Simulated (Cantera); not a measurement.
Feed: 1 mol MgO, 0.07 mol Cl₂, 0.059 mol O₂, 0.58 mol H₂O, equilibrated at 1300 K and 11.0 mbar.

Cantera equilibrium calculation (NASA polynomials, part measured and part estimated; ideal gas, pure solids and liquids). Candidate condensed phases: H₂O, Mg, MgCl₂, MgO, Mg(OH)₂; 22 gas species. Rates play no part.

Base state: H₂O 0.686, HCl 0.186, O₂ 0.126, Cl 0.00131, Cl₂ 0.000123, OH 7.47e-5, MgCl₂ 5.05e-5 (mole fractions); condensed: MgO(s).

**Question.** What changes in the equilibrium state with this change: temperature from 1300 K to 1050 K?

**Answer.** 
| species | before | after |
|---|---|---|
| H₂O | 0.686 | 0.686 |
| HCl | 0.186 | 0.187 |
| O₂ | 0.126 | 0.126 |
| Cl | 0.00131 | 0.000162 |
| Cl₂ | 0.000123 | 0.000459 |
| MgCl₂ | 5.05e-5 | 2.18e-6 |
| OH | 7.47e-5 | 2.08e-6 |
| MgO(s), mol | 1.000 | 1.000 |

**Question.** What changes in the equilibrium state with this change: H₂O from 0.58 to 0.022 mol?

**Answer.** 
| species | before | after |
|---|---|---|
| O₂ | 0.126 | 0.433 |
| HCl | 0.186 | 0.255 |
| Cl₂ | 0.000123 | 0.209 |
| H₂O | 0.686 | 0.00140 |
| MgCl₂ | 5.05e-5 | 0.0464 |
| Cl | 0.00131 | 0.0541 |
| ClO | 1.61e-6 | 0.000123 |
| OH | 7.47e-5 | 4.60e-6 |
| MgO(s), mol | 1.000 | 0.992 |
